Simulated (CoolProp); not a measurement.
Vapour-liquid equilibrium of R1234yf (1) + R1234ze(E) (2) at 189.9 K; x and y are mole fractions of (1).

Computed with CoolProp (multi-fluid Helmholtz-energy mixture model, Lemmon 2022 and Thol 2016; pair parameters Bell 2022).

Problem. Give the bubble pressure and the first vapour's composition at x = 0.05, 0.25, 0.35. Is there an azeotrope?

Solution. x = 0.05: 2.030 kPa, y = 0.114; x = 0.25: 2.532 kPa, y = 0.434; x = 0.35: 2.765 kPa, y = 0.547. No azeotrope shows between x = 0.05 and 0.95.

The pair parameters rest on a limited set of measurements; away from them the model extrapolates.
